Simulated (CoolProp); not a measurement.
Vapour-liquid equilibrium of hydrogen sulfide (1) + isobutane (2) at 284.5 K; x and y are mole fractions of (1).

Computed with CoolProp (multi-fluid Helmholtz-energy mixture model, Lemmon 2006 and Bücker 2006; pair parameters Kunz 2012).

```
x     bubble pressure (MPa)  y at the bubble point  dew pressure at overall composition x (MPa)  liquid density (mol/L)
----  ---------------------  ---------------------  -------------------------------------------  ----------------------
0.05             (withheld)             (withheld)                                   (withheld)              (withheld)
0.2                  0.5890                  0.653                                       0.2846                   11.14
0.35                 0.8117             (withheld)                                       0.3442                   12.40
0.5                  0.9822                  0.839                                       0.4341                   13.92
0.65                  1.119                  0.883                                       0.5848                   15.86
0.8                   1.244             (withheld)                                       0.8721                   18.46
0.95                  1.375                  0.978                                        1.308                   22.13
```

What belongs in the gaps?


- 0.05, bubble pressure (MPa): 0.3218
- 0.05, y at the bubble point: 0.300
- 0.05, dew pressure at overall composition x (MPa): 0.2421
- 0.05, liquid density (mol/L): 10.08
- 0.35, y at the bubble point: 0.776
- 0.8, y at the bubble point: 0.926

No azeotrope shows between x = 0.05 and 0.95.

Pair parameters are fitted to limited data, so mixtures are less certain than the pure fluids.
